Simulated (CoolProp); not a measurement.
A simple Rankine cycle with R113: condensing at 328.15 K, boiler at 1.23 MPa, turbine inlet 428.8 K, turbine efficiency 0.85, pump efficiency 0.6, no recuperator. Each further row changes one setting.

The numbers come from the reference Helmholtz-energy equation of state, Marx 1992 in CoolProp.

```json
[
 {"case": "as stated", "thermal efficiency (%)": "14.3", "net work (kJ/kg)": "28.8", "heat in (kJ/kg)": "201", "turbine exit temperature (K)": "370.4", "volume ratio over the turbine": "10.4"},
 {"case": "turbine inlet 448.8 K", "thermal efficiency (%)": "14.2", "net work (kJ/kg)": "31.0", "heat in (kJ/kg)": "219", "turbine exit temperature (K)": "391.4", "volume ratio over the turbine": "9.99"},
 {"case": "condensing temperature 320.15 K", "thermal efficiency (%)": "15.4", "net work (kJ/kg)": "32.2", "heat in (kJ/kg)": "208", "turbine exit temperature (K)": "365.2", "volume ratio over the turbine": "13.4"},
 {"case": "boiler pressure 0.861 MPa", "thermal efficiency (%)": "12.5", "net work (kJ/kg)": "25.8", "heat in (kJ/kg)": "207", "turbine exit temperature (K)": "382.7", "volume ratio over the turbine": "6.81"},
 {"case": "turbine efficiency 0.75", "thermal efficiency (%)": "12.6", "net work (kJ/kg)": "25.2", "heat in (kJ/kg)": "201", "turbine exit temperature (K)": "375.3", "volume ratio over the turbine": "10.6"}
]
```
